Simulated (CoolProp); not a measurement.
Vapour pressure (MPa) of acetone: the reference equation beside estimates from Tc = 508.1 K, pc = 4.692 MPa, ω = 0.307. Clausius-Clapeyron is anchored at 393.5 K with a constant enthalpy of vaporisation of 24.42 kJ/mol.

Model: reference Helmholtz-energy equation of state, Lemmon 2006, in CoolProp. It is a short technical equation, of lower accuracy than the large ones.

| T (K) | reference | Lee-Kesler | Clausius-Clapeyron | van der Waals |
|---|---|---|---|---|
| 385 | 0.4996 | [?] | 0.5171 | 1.393 |
| 389.2 | 0.5519 | 0.5578 | 0.5614 | 1.467 |
| 393.5 | 0.6097 | 0.6166 | 0.6097 | 1.545 |
| 397.8 | [?] | [?] | [?] | [?] |
| 402.1 | 0.7389 | 0.7480 | 0.7152 | 1.711 |
| 406.4 | 0.8108 | 0.8210 | 0.7727 | [?] |
| 410.6 | 0.8860 | 0.8973 | 0.8320 | 1.884 |
| 414.9 | 0.9683 | 0.9807 | 0.8960 | 1.976 |
| 419.2 | [?] | 1.070 | 0.9635 | 2.071 |

Problem. Fill in the missing entries.

Solution. 
- 385, Lee-Kesler: 0.5045
- 397.8, reference: 0.6719
- 397.8, Lee-Kesler: 0.6800
- 397.8, Clausius-Clapeyron: 0.6609
- 397.8, van der Waals: 1.627
- 406.4, van der Waals: 1.797
- 419.2, reference: 1.056

Absolute difference from the reference over all 9 rows, mean and median: Lee-Kesler 1.2 and 1.2 %, Clausius-Clapeyron 4.1 and 3.5 %, van der Waals 134.0 and 131.6 %.
